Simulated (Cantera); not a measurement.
Feed: 1 mol Cu2O, a varied amount of C, 0.036 mol CO, at 1102 °C and 18.0 mbar.

Method: chemical equilibrium by Gibbs-energy minimisation in Cantera with the NASA 1993 tables (ideal gas, pure condensed phases). Candidate condensed phases: C, Cu, CuO, Cu2O; 15 gas species. Mutual solubility and eutectic melting of coexisting phases are not modelled. Kinetics and transport are ignored.

### Question
Which condensed phases are stable at each of these points (n(C) (mol)): 0.41, 0.6, 0.79, 0.98, 1.2, 1.4, 1.5, 1.7, 1.9, 2.1, 2.3, 2.5?

### Answer
```
n(C) (mol)     condensed phases  Cu condensed (%)
----------  -------------------  ----------------
0.41            Cu(l) + Cu2O(s)             100.0
0.6                       Cu(l)             100.0
0.79                      Cu(l)             100.0
0.98                      Cu(l)             100.0
1.2         C(graphite) + Cu(l)             100.0
1.4         C(graphite) + Cu(l)             100.0
1.5         C(graphite) + Cu(l)             100.0
1.7         C(graphite) + Cu(l)             100.0
1.9         C(graphite) + Cu(l)             100.0
2.1         C(graphite) + Cu(l)             100.0
2.3         C(graphite) + Cu(l)             100.0
2.5         C(graphite) + Cu(l)             100.0
```

At 0.41 mol C the condensed part is Cu(l) + Cu2O(s). From 0.6 mol C to 0.98 mol C the condensed part is Cu(l). From 1.2 mol C to 2.5 mol C the condensed part is C(graphite) + Cu(l).
